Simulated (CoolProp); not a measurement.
The fluoroketone C6F12O (FK-5-1-12) along the isotherm 464.1 K: fugacity coefficient from the reference equation and from simpler models built on Tc = 441.8 K, pc = 1.869 MPa, ω = 0.471; each cubic takes its own stable root.

Values from CoolProp's reference Helmholtz-energy equation of state, McLinden 2015.

```tsv
p (MPa)	phase	reference
0.0148	gas	0.9977
0.023	gas	0.9964
0.0358	gas	0.9944
0.0558	gas	0.9913
0.0869	gas	0.9865
0.135	gas	0.9791
0.211	gas	0.9674
0.328	gas	0.9496
0.511	gas	0.9221
0.795	gas	0.8800
1.24	gas	0.8153
1.93	supercritical	0.7163
3	supercritical	0.5632
4.67	supercritical	0.4221
```

Question: How far does each simpler model (van der Waals, Redlich-Kwong, Peng-Robinson) lie from the reference over these 14 states: mean and median of the absolute difference, and the worst?

Answer: 
- van der Waals: mean 0.8 %, median 0.4 %, worst +4.9 % at 464.1 K and 4.67 MPa
- Redlich-Kwong: mean 0.4 %, median 0.1 %, worst -2.1 % at 464.1 K and 3 MPa
- Peng-Robinson: mean 0.7 %, median 0.4 %, worst -2.4 % at 464.1 K and 1.93 MPa
